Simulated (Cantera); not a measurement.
# Low-pressure radical oxidation in H2/O2

An isothermal, constant-pressure homogeneous reactor starts with H₂ : O₂ = 0.19 : 1 (molar parts), at 1200 K and 0.0316 atm.

Cantera simulation using the H2/O2 subset of GRI-Mech 3.0, which has no nitrogen chemistry; the numbers are that mechanism's predictions, not measurements. Radical loss at walls, strong at low pressure, is not modelled. The temperature is held fixed by assumption; the heat of reaction is taken as removed at once.

```json
[
 {"t (s)": "0.000600", "x H₂": "0.0364", "x O₂": "0.769", "x H₂O": "0.0933", "x OH": "0.0125", "x H₂O₂": "1.17e-6"},
 {"t (s)": "0.00159", "x H₂": "0.00509", "x O₂": "0.771", "x H₂O": "0.142", "x OH": "0.00760", "x H₂O₂": "6.62e-7"},
 {"t (s)": "0.00419", "x H₂": "0.00207", "x O₂": "0.806", "x H₂O": "0.163", "x OH": "0.00484", "x H₂O₂": "7.53e-7"},
 {"t (s)": "0.0111", "x H₂": "0.000368", "x O₂": "0.823", "x H₂O": "0.171", "x OH": "0.00201", "x H₂O₂": "5.43e-7"},
 {"t (s)": "0.0293", "x H₂": "4.97e-5", "x O₂": "0.826", "x H₂O": "0.173", "x OH": "0.000747", "x H₂O₂": "2.44e-7"},
 {"t (s)": "0.0775", "x H₂": "8.21e-6", "x O₂": "0.826", "x H₂O": "0.173", "x OH": "0.000310", "x H₂O₂": "9.36e-8"},
 {"t (s)": "0.205", "x H₂": "1.79e-6", "x O₂": "0.826", "x H₂O": "0.173", "x OH": "0.000148", "x H₂O₂": "3.56e-8"},
 {"t (s)": "0.542", "x H₂": "4.82e-7", "x O₂": "0.826", "x H₂O": "0.173", "x OH": "7.75e-5", "x H₂O₂": "1.37e-8"},
 {"t (s)": "1.43", "x H₂": "1.48e-7", "x O₂": "0.826", "x H₂O": "0.173", "x OH": "4.33e-5", "x H₂O₂": "5.26e-9"},
 {"t (s)": "3.79", "x H₂": "5.07e-8", "x O₂": "0.826", "x H₂O": "0.174", "x OH": "2.55e-5", "x H₂O₂": "2.09e-9"},
 {"t (s)": "10.0", "x H₂": "2.10e-8", "x O₂": "0.826", "x H₂O": "0.174", "x OH": "1.64e-5", "x H₂O₂": "9.68e-10"},
 {"t (s)": "26.5", "x H₂": "1.41e-8", "x O₂": "0.826", "x H₂O": "0.174", "x OH": "1.34e-5", "x H₂O₂": "6.93e-10"},
 {"t (s)": "70.0", "x H₂": "1.36e-8", "x O₂": "0.826", "x H₂O": "0.174", "x OH": "1.32e-5", "x H₂O₂": "6.76e-10"}
]
```
x: mole fraction; the columns are a selection and need not sum to one.

Equilibrium at this temperature and pressure: H₂ 1.36e-8, O₂ 0.826, H₂O 0.174, OH 1.32e-5, H₂O₂ 6.76e-10 (gas phase only).
